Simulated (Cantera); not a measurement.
# Thermodynamics of carbon deposition, reforming and gasification, feed CO + H₂O

Charge: 1 mol CO, 0.72 mol H₂O, held at 0.00530 bar.

These are equilibrium values from Cantera (NASA tables, ideal gas, pure condensed phases), not measurements of a reactor. Candidate condensed phases: C, C₆H₆, C₇H₈, C₈H₁₈, H₂O; 110 gas species. Equilibrium is a limit: real reactors are often held back by kinetics, nucleation or transport.

```csv
T (K),log p CO,log p H₂O,log p CO₂,log p H₂,log p H,log p OH,log p O,log p O₂
2048,-2.65,-2.86,-3.09,-3.10,-4.20,-4.92,-6.17,-6.29
2098,-2.65,-2.86,-3.09,-3.11,-4.07,-4.75,-5.85,-5.97
2148,-2.65,-2.87,-3.10,-3.12,-3.94,-4.58,-5.55,-5.66
2198,-2.65,-2.87,-3.11,-3.13,-3.82,-4.42,-5.26,-5.37
2248,-2.65,-2.88,-3.12,-3.15,-3.71,-4.27,-4.99,-5.10
2298,-2.65,-2.89,-3.13,-3.16,-3.60,-4.13,-4.73,-4.84
2348,-2.65,-2.91,-3.15,-3.17,-3.49,-4.00,-4.49,-4.61
2398,-2.65,-2.94,-3.18,-3.18,-3.39,-3.89,-4.27,-4.41
2448,-2.66,-2.98,-3.22,-3.20,-3.30,-3.79,-4.07,-4.24
2498,-2.66,-3.03,-3.27,-3.21,-3.21,-3.71,-3.89,-4.09
```
log p: log10 of the partial pressure in bar; nothing condenses.

From 2048 K to 2498 K nothing is condensed. The main C-bearing gas is CO throughout.
